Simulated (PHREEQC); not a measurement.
Consider water at 20 °C and 100 atm with 4.62 mmol/kgw Na2S and 14 mmol/kgw NaHCO3. Closed to the air; pH follows from the charge balance.

Equilibrium calculation in PHREEQC: ion-association model, phreeqc.dat.

Task: The ionic strength comes out as 0.0263 mol/kgw. What activity coefficients do CO3-2, HCO3-, HS-, NaCO3-, Na+ get?

Result: CO3-2 0.56, HCO3- 0.86, HS- 0.85, NaCO3- 0.86, Na+ 0.86.

This is a speciation only: nothing precipitates in the calculation. Under pressure, the constants of complexes without a molar volume in the database are unreliable.
